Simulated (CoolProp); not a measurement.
A closed Brayton cycle with carbon dioxide: compressor inlet 325.15 K and 8.3 MPa, high pressure 16.1 MPa, turbine inlet 970 K, compressor efficiency 0.85, turbine efficiency 0.93, recuperator effectiveness 0.95 (on enthalpy, no pinch check). Each further row changes one setting.

Model: reference Helmholtz-energy equation of state, Span 1996, in CoolProp.

```json
[
 {"case": "as stated", "thermal efficiency (%)": "39.3", "net work (kJ/kg)": "77.9", "compressor to turbine work": "0.29", "compressor exit (K)": "379.9", "turbine exit (K)": "878.2"},
 {"case": "turbine inlet 920 K", "thermal efficiency (%)": "38.0", "net work (kJ/kg)": "71.9", "compressor to turbine work": "0.31", "compressor exit (K)": "379.9", "turbine exit (K)": "?"},
 {"case": "compressor inlet 335.15 K", "thermal efficiency (%)": "?", "net work (kJ/kg)": "?", "compressor to turbine work": "0.33", "compressor exit (K)": "393.8", "turbine exit (K)": "878.2"},
 {"case": "high pressure 13.7 MPa", "thermal efficiency (%)": "36.8", "net work (kJ/kg)": "60.6", "compressor to turbine work": "0.28", "compressor exit (K)": "366.2", "turbine exit (K)": "900.1"},
 {"case": "recuperator effectiveness 0.5", "thermal efficiency (%)": "?", "net work (kJ/kg)": "77.9", "compressor to turbine work": "0.29", "compressor exit (K)": "379.9", "turbine exit (K)": "878.2"}
]
```

Some entries are withheld; supply them.


- turbine inlet 920 K, turbine exit (K): 831.5
- compressor inlet 335.15 K, thermal efficiency (%): 39.0
- compressor inlet 335.15 K, net work (kJ/kg): 73.6
- recuperator effectiveness 0.5, thermal efficiency (%): 16.9
